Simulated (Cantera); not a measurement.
Charge: 1 mol Al(CH₃)₃, 0.24 mol O₂, 2.4 mol N₂, 0.0084 mol CO₂, held at 0.100 bar.

Cantera equilibrium calculation (NASA polynomials, part measured and part estimated; ideal gas, pure solids and liquids). Candidate condensed phases: Al, AlN, Al₂O₃, C, C₆H₆, C₇H₈, C₈H₁₈, H₂O; 148 gas species. The feed counts by its element totals alone. Mutual solubility and eutectic melting of coexisting phases are not modelled. Equilibrium is a limit: real reactors are often held back by kinetics, nucleation or transport.

x: gas mole fraction; n: condensed amount in mol.

```csv
T (K),x H₂,x N₂,x CO,x HCN,x CH₄,n AlN(s),n Al₂O₃(s),n C(graphite)
1348,0.682,0.312,0.00569,?,0.000272,0.694,0.153,2.97
1373,0.681,0.310,0.00825,?,0.000234,0.705,0.147,2.95
1398,0.680,0.308,0.0118,?,0.000202,0.721,0.140,2.93
1423,0.677,0.306,0.0166,?,0.000175,0.742,0.129,2.90
1448,0.674,0.302,0.0231,?,0.000152,0.772,0.114,2.85
1473,0.670,0.297,0.0317,?,0.000132,0.811,0.0947,2.79
1498,0.665,0.291,0.0430,?,0.000115,0.862,0.0688,2.71
1523,0.659,0.283,0.0575,?,9.99e-5,0.931,0.0347,2.61
1548,0.652,0.275,0.0720,?,8.72e-5,1.00,0,2.51
1573,0.652,0.275,0.0720,?,7.80e-5,1.00,0,2.51
1598,0.652,0.275,0.0720,?,7.00e-5,1.000,0,2.50
```

Task: Complete the blanks.

Result: 
- 1348, x HCN: 0.000148
- 1373, x HCN: 0.000182
- 1398, x HCN: 0.000223
- 1423, x HCN: 0.000271
- 1448, x HCN: 0.000326
- 1473, x HCN: 0.000389
- 1498, x HCN: 0.000459
- 1523, x HCN: 0.000536
- 1548, x HCN: 0.000622
- 1573, x HCN: 0.000731
- 1598, x HCN: 0.000856
